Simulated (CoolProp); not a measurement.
Properties of diethyl ether along the isobar 827 kPa.

Computed with CoolProp (reference Helmholtz-energy equation of state, Thol 2014).

```csv
T (K),phase,cp (kJ/(kg K)),speed of sound (m/s),isothermal compressibility (1/MPa),expansivity (1/kK),fugacity coefficient
455.7,gas,2.222,213.7,1.339,3.039,0.9179
466,gas,2.240,217.7,1.326,2.889,0.9241
476.2,gas,2.259,221.4,1.315,2.760,0.9297
486.5,gas,2.280,225.0,1.305,2.644,0.9349
496.7,gas,2.301,228.4,1.297,2.541,0.9395
507,gas,2.324,231.7,1.289,2.448,0.9438
517.2,gas,2.346,235.0,1.283,2.365,0.9477
527.5,gas,2.370,238.1,1.277,2.288,0.9513
537.7,gas,2.393,241.2,1.271,2.218,0.9547
548,gas,2.417,244.2,1.267,2.152,0.9577
```
